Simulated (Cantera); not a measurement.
Input: 1 mol Al, 4 mol HCl, 2 mol N2, held at 523.15 K and 13.5 Torr.

These are equilibrium values from Cantera (NASA tables, ideal gas, pure condensed phases), not measurements of a reactor. Candidate condensed phases: Al, AlCl3, AlN, NH4Cl; 20 gas species. Equilibrium is a limit: real reactors are often held back by kinetics, nucleation or transport.

Base state: N2 0.398, H2 0.298, HCl 0.199, Al2Cl6 0.0944, AlCl3 0.0102, NH3 0.000344 (mole fractions); condensed: gas only.

Question: What changes in the equilibrium state with this change: pressure from 13.5 Torr to 413 Torr?

Answer: 
```csv
species,before,after
N2,0.398,0.399
H2,0.298,0.288
HCl,0.199,0.202
NH3,0.000344,0.00998
AlCl3,0.0102,0.00189
Al2Cl6,0.0944,0.1000
```
